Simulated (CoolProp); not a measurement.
Vapour-liquid equilibrium of R134a (1) + R142b (2) at -30.35 °C; x and y are mole fractions of (1).

Model: multi-fluid Helmholtz-energy mixture model, Tillner-Roth 1994 and Lemmon 2006; pair parameters Bell 2016, in CoolProp.

| x | bubble pressure, mixture model (bar) | bubble pressure, Raoult's law (bar) | y, mixture model | y, Raoult's law |
|---|---|---|---|---|
| 0.05 | 0.4233 | 0.4142 | 0.118 | 0.100 |
| 0.15 | 0.4821 | 0.4579 | 0.302 | 0.272 |
| 0.25 | 0.5366 | 0.5017 | 0.441 | 0.414 |
| 0.35 | 0.5866 | 0.5454 | 0.550 | 0.532 |
| 0.45 | 0.6325 | 0.5892 | 0.640 | 0.634 |
| 0.55 | 0.6746 | 0.6329 | 0.716 | 0.721 |
| 0.65 | 0.7135 | 0.6767 | 0.783 | 0.797 |
| 0.75 | 0.7495 | 0.7205 | 0.846 | 0.864 |
| 0.85 | 0.7832 | 0.7642 | 0.906 | 0.923 |
| 0.95 | 0.8148 | 0.8080 | 0.968 | 0.976 |

The largest gap from Raoult's law is +7.6 % in bubble pressure, at x = 0.35. No azeotrope shows between x = 0.05 and 0.95.

Pair parameters are fitted to limited data, so mixtures are less certain than the pure fluids.
